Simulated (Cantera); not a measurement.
Input: 1 mol Si3H8, 0.057 mol HCl, 4.8 mol H2, 0.03 mol Cl2, held at 0.133 bar.

These are equilibrium values from Cantera (NASA tables, ideal gas, pure condensed phases), not measurements of a reactor. Candidate condensed phases: Si; 19 gas species. The feed counts by its element totals alone. Gases not in the tables: Si2H6 and higher silanes. Equilibrium is a limit: real reactors are often held back by kinetics, nucleation or transport.

Problem. Which condensed phases are stable at each of these points (T (K)): 823, 973, 1123, 1273, 1423, 1573, 1723?

Solution. 
```csv
T (K),condensed phases,Si condensed (%)
823,Si(s),99.0
973,Si(s),99.3
1123,Si(s),99.7
1273,Si(s),99.9
1423,Si(s),99.9
1573,Si(s),99.8
1723,Si(l),99.8
```

From 823 K to 1573 K the condensed part is Si(s). At 1723 K the condensed part is Si(l).
